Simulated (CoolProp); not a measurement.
Vapour-liquid equilibrium of hexamethyldisiloxane (MM) (1) + toluene (2) at -0.35 °C; x and y are mole fractions of (1).

The numbers come from the multi-fluid Helmholtz-energy mixture model, Thol 2016 and Lemmon 2006; pair parameters Bell 2016 in CoolProp.

Task: Give the bubble pressure and the first vapour's composition at x = 0.15, 0.55, 0.75. Is there an azeotrope?

Result: x = 0.15: 1.024 kPa, y = 0.261; x = 0.55: 1.256 kPa, y = 0.643; x = 0.75: 1.312 kPa, y = 0.784. y crosses x between x = 0.85 and 0.95: the model has an azeotrope there.

The pair parameters rest on a limited set of measurements; away from them the model extrapolates.
